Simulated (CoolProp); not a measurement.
Aqueous ethanol as a coolant, 17 % by mass, freezing at -8.8 °C, 1 atm.

Model: Melinder's fits for secondary coolants, in CoolProp.

```
T (°C)  conductivity (W/(m K))  viscosity (mPa s)  cp (kJ/(kg K))  density (kg/m³)
------  ----------------------  -----------------  --------------  ---------------
-4.4                     0.459               5.97           4.414            979.1
2.6                      0.466               4.09           4.393            978.0
9.6                      0.474               2.96           4.370            976.3
16.6                     0.481               2.23           4.347            974.1
23.6                     0.488               1.75           4.328            971.4
30.6                     0.495               1.41           4.316            968.3
```
